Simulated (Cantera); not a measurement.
# Adiabatic ignition

An adiabatic, constant-volume homogeneous reactor starts with 13.2 % CH4, 0.742 % C2H6, 12.1 % O2, 73.9 % N2, equivalence ratio 2.4, at 1075 K and 1.00 bar.

Detailed kinetics in Cantera: GRI-Mech 3.0 (53 species, 325 reactions).

```json
[
 {"t (s)": "1.00e-6", "T (K)": "1075", "P (bar)": "1.00", "x CH4": "0.132", "x C2H6": "0.00742", "x O2": "0.121", "x OH": "<1e-12", "x HCN": "<1e-12", "x HO2": "5.23e-11"},
 {"t (s)": "3.63e-6", "T (K)": "1075", "P (bar)": "1.00", "x CH4": "0.132", "x C2H6": "0.00742", "x O2": "0.121", "x OH": "<1e-12", "x HCN": "<1e-12", "x HO2": "1.90e-10"},
 {"t (s)": "1.32e-5", "T (K)": "1075", "P (bar)": "1.00", "x CH4": "0.132", "x C2H6": "0.00742", "x O2": "0.121", "x OH": "<1e-12", "x HCN": "<1e-12", "x HO2": "7.01e-10"},
 {"t (s)": "4.79e-5", "T (K)": "1075", "P (bar)": "1.00", "x CH4": "0.132", "x C2H6": "0.00742", "x O2": "0.121", "x OH": "1.55e-12", "x HCN": "<1e-12", "x HO2": "2.72e-9"},
 {"t (s)": "0.000174", "T (K)": "1075", "P (bar)": "1.00", "x CH4": "0.132", "x C2H6": "0.00742", "x O2": "0.121", "x OH": "5.59e-12", "x HCN": "<1e-12", "x HO2": "1.22e-8"},
 {"t (s)": "0.000632", "T (K)": "1075", "P (bar)": "1.000", "x CH4": "0.132", "x C2H6": "0.00742", "x O2": "0.121", "x OH": "2.11e-11", "x HCN": "<1e-12", "x HO2": "7.06e-8"},
 {"t (s)": "0.00230", "T (K)": "1075", "P (bar)": "1.000", "x CH4": "0.132", "x C2H6": "0.00742", "x O2": "0.121", "x OH": "1.20e-10", "x HCN": "<1e-12", "x HO2": "4.57e-7"},
 {"t (s)": "0.00835", "T (K)": "1075", "P (bar)": "1.00", "x CH4": "0.132", "x C2H6": "0.00741", "x O2": "0.121", "x OH": "1.75e-9", "x HCN": "<1e-12", "x HO2": "2.46e-6"},
 {"t (s)": "0.0303", "T (K)": "1077", "P (bar)": "1.00", "x CH4": "0.132", "x C2H6": "0.00729", "x O2": "0.121", "x OH": "5.78e-9", "x HCN": "<1e-12", "x HO2": "4.39e-6"},
 {"t (s)": "0.110", "T (K)": "2022", "P (bar)": "2.13", "x CH4": "0.00340", "x C2H6": "1.06e-6", "x O2": "2.10e-8", "x OH": "4.00e-5", "x HCN": "1.90e-5", "x HO2": "2.83e-11"},
 {"t (s)": "0.400", "T (K)": "1993", "P (bar)": "2.18", "x CH4": "2.17e-9", "x C2H6": "<1e-12", "x O2": "5.79e-9", "x OH": "1.77e-5", "x HCN": "4.15e-6", "x HO2": "6.03e-12"}
]
```
x: mole fraction; the columns are a selection and need not sum to one.

The time of steepest temperature rise is 0.108 s, the temperature at 0.400 s is 1993 K and the equilibrium temperature comes out as 1993 K. The x(CH4) at 0.400 s is 2.17e-9 (gas-phase equilibrium 2.07e-9) and the x(C2H6) at 0.400 s is <1e-12 (gas-phase equilibrium <1e-12). The x(O2) at 0.400 s is 5.79e-9 (gas-phase equilibrium 5.80e-9).
